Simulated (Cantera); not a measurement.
A closed system holds: 1 mol Si₃N₄, 0.0098 mol O₂, 1.1 mol N₂, equilibrated at 2148 K and 26000 Pa.

Method: chemical equilibrium by Gibbs-energy minimisation in Cantera with the NASA 1993 tables (ideal gas, pure condensed phases). Candidate condensed phases: Si, SiO₂, Si₂N₂O, Si₃N₄; 16 gas species. The tables' values for SiN are old estimates; treat these amounts as uncertain. Equilibrium is a limit: real reactors are often held back by kinetics, nucleation or transport.

Base state: N₂ 0.993, SiO 0.00628, Si 0.000846, Si₂N 9.29e-5, SiN 8.06e-5, Si₂ 1.22e-5 (mole fractions); condensed: Si(l).

Task: What changes in the equilibrium state with this change: temperature from 2148 K to 1073 K?

Result: 
```csv
species,before,after
N₂,0.993,1.00
SiO,0.00628,<1e-9
Si,0.000846,<1e-9
Si₂N,9.29e-5,<1e-9
SiN,8.06e-5,<1e-9
"Si(l), mol",2.98,0
"Si₂N₂O(s), mol",0,0.0196
"Si₃N₄(s), mol",0,0.987
```
Mutual solubility and eutectic melting of coexisting phases are not modelled.

Task: What changes in the equilibrium state with this change: temperature from 2148 K to 1475 K?

Result: 
```
species           before    after
--------------  --------  -------
N₂                 0.993     1.00
SiO              0.00628  8.61e-8
Si              0.000846    <1e-9
Si₂N             9.29e-5    <1e-9
SiN              8.06e-5    <1e-9
Si₂              1.22e-5    <1e-9
Si(l), mol          2.98        0
Si₂N₂O(s), mol         0   0.0196
Si₃N₄(s), mol          0    0.987
```
Mutual solubility and eutectic melting of coexisting phases are not modelled.
